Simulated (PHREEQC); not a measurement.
1 kg of water holding 4.5 mmol/kgw NaCl and 95 mmol/kgw KCl is evaporated at 15 °C; the solids stay in contact with the brine. CO2 from the air is kept out. Only these solids could form: Halite, Sylvite.

The series has 28 steps of water left (kg), from 1 to 0.005012.

Model: Pitzer model, pitzer.dat, run in PHREEQC.

Which solids form, in which order, and at which step of the series does each first stand?

Sylvite from water left = 0.01979 kg.

Species that the database lacks are ignored.
